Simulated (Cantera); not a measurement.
A closed system holds: 1 mol Si, 1.4 mol HCl, 1.4 mol H2, 2.6 mol Cl2, equilibrated at 100 Torr.

These are equilibrium values from Cantera (NASA tables, ideal gas, pure condensed phases), not measurements of a reactor. Candidate condensed phases: Si; 19 gas species. The numbers say what is thermodynamically allowed, not how fast it happens. All values below are at 723 K.

Base state: HCl 0.591, SiCl4 0.227, H2 0.182, SiHCl3 2.09e-5 (mole fractions); condensed: gas only.

What changes in the equilibrium state with this change: 0.11 mol HF added?


| species | before | after |
|---|---|---|
| HCl | 0.591 | 0.601 |
| SiCl4 | 0.227 | 0.216 |
| H2 | 0.182 | 0.177 |
| SiF4 | 0 | 0.00609 |
| HF | 0 | 1.62e-5 |
| SiHCl3 | 2.09e-5 | 1.90e-5 |
